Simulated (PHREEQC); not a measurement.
Alkaline etch or developer: speciation

Dissolve 0.0015 mol TMAH and 5.1e-05 mol H3BO3 per kg of water at 25 °C. It is in equilibrium with CO2 at log p = -3.4 (atm). Otherwise closed; pH follows from the charge balance.

Model: ion-association model, wateq4f.dat, run in PHREEQC.

Precipitation was switched off in this run.

Question: Predict the pH.

Answer: pH 8.36.

Question: In which forms is B present?

Answer: H3BO3 88 %, H2BO3- 12 % of the B.

(CH3)4N+ isn't in the database: it is added as a free cation with an ion size of 4 Å.
